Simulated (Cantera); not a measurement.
An isothermal, constant-pressure homogeneous reactor starts with H2 : O2 : N2 = 0.57 : 1 : 1.2 (molar parts), at 1025 K and 21000 Pa.

Cantera simulation using the H2/O2 subset of GRI-Mech 3.0, which has no nitrogen chemistry; the numbers are that mechanism's predictions, not measurements. The temperature is held fixed by assumption; the heat of reaction is taken as removed at once.

x: mole fraction; the columns are a selection and need not sum to one.

```json
[
 {"t (s)": "6.00e-6", "x H2": "0.206", "x O2": "0.361", "x H2O": "1.52e-11", "x HO2": "1.37e-10", "x H": "1.28e-10"},
 {"t (s)": "2.69e-5", "x H2": "0.206", "x O2": "0.361", "x H2O": "7.08e-10", "x HO2": "7.05e-10", "x H": "9.46e-10"},
 {"t (s)": "0.000121", "x H2": "0.206", "x O2": "0.361", "x H2O": "3.11e-7", "x HO2": "[?]", "x H": "2.10e-7"},
 {"t (s)": "0.000543", "x H2": "0.0138", "x O2": "0.290", "x H2O": "0.210", "x HO2": "[?]", "x H": "0.00336"},
 {"t (s)": "0.00244", "x H2": "0.00148", "x O2": "0.288", "x H2O": "0.228", "x HO2": "[?]", "x H": "1.25e-5"},
 {"t (s)": "0.0110", "x H2": "0.000235", "x O2": "0.288", "x H2O": "0.229", "x HO2": "[?]", "x H": "5.80e-7"},
 {"t (s)": "0.0492", "x H2": "1.25e-5", "x O2": "0.288", "x H2O": "0.229", "x HO2": "[?]", "x H": "1.24e-8"},
 {"t (s)": "0.221", "x H2": "1.29e-7", "x O2": "0.288", "x H2O": "0.229", "x HO2": "[?]", "x H": "1.50e-10"},
 {"t (s)": "0.992", "x H2": "2.90e-9", "x O2": "0.288", "x H2O": "0.229", "x HO2": "[?]", "x H": "8.73e-12"},
 {"t (s)": "4.45", "x H2": "5.62e-10", "x O2": "0.288", "x H2O": "0.229", "x HO2": "[?]", "x H": "<1e-12"},
 {"t (s)": "20.0", "x H2": "1.93e-10", "x O2": "0.288", "x H2O": "0.229", "x HO2": "[?]", "x H": "<1e-12"}
]
```

**Question.** Complete the blanks.

**Answer.** 
- 0.000121, x HO2: 4.37e-8
- 0.000543, x HO2: 9.64e-5
- 0.00244, x HO2: 2.96e-5
- 0.0110, x HO2: 7.26e-6
- 0.0492, x HO2: 5.26e-7
- 0.221, x HO2: 2.05e-8
- 0.992, x HO2: 3.31e-9
- 4.45, x HO2: 1.38e-9
- 20.0, x HO2: 1.60e-9
